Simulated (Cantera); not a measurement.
An adiabatic, constant-pressure homogeneous reactor starts with CH₄ : O₂ : N₂ = 1 : 0.833 : 3.13 (molar parts), equivalence ratio 2.4, at 1050 K and 20.0 bar.

Detailed kinetics in Cantera: GRI-Mech 3.0 (53 species, 325 reactions). The pressure lies above the range GRI-Mech 3.0 was tuned for (to about 10 atm).

**Question.** Predict: time of steepest temperature rise; temperature at 2.00 s; equilibrium temperature; x(CH₄) at 2.00 s; x(NO) at 2.00 s; x(HCO) at 2.00 s; x(H₂) at 2.00 s; x(H₂O) at 2.00 s.

**Answer.** 
```
Item                                                                 Value
---------------------------------  ---------------------------------------
time of steepest temperature rise                                  25.1 ms
temperature at 2.00 s                                               1924 K
equilibrium temperature                                             1924 K
x(CH₄) at 2.00 s                   5.96e-7 (gas-phase equilibrium 6.49e-7)
x(NO) at 2.00 s                    4.63e-8 (gas-phase equilibrium 1.58e-7)
x(HCO) at 2.00 s                   1.31e-7 (gas-phase equilibrium 1.31e-7)
x(H₂) at 2.00 s                        0.232 (gas-phase equilibrium 0.232)
x(H₂O) at 2.00 s                     0.0945 (gas-phase equilibrium 0.0945)
```
